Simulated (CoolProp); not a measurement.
The fluid at 298.15 K and 1.14 MPa (liquid) is heated at constant pressure to 429.4 K. The same conditions are run with several fluids, on thermodynamics alone (safety and materials aside).

Computed with CoolProp (reference Helmholtz-energy equation of state of each fluid (c-C4F8 (RC318): Platzer 1990; R227EA: Lemmon 2016; dimethyl ether: Wu 2011; dodecamethylpentasiloxane (MD3M): Thol 2019)). The equations of Platzer and Polt are older, rougher fits.

Question: Rank c-C4F8 (RC318), R227EA, dimethyl ether, dodecamethylpentasiloxane (MD3M) by heat (kJ/kg), highest first.

Answer: dimethyl ether (620), dodecamethylpentasiloxane (MD3M) (243), R227EA (230), c-C4F8 (RC318) (217)

```
fluid                             final phase  final density (kg/m³)
--------------------------------  -----------  ---------------------
c-C4F8 (RC318)                            gas                   71.0
R227EA                                    gas                   59.3
dimethyl ether                            gas                   15.7
dodecamethylpentasiloxane (MD3M)       liquid                    743
```
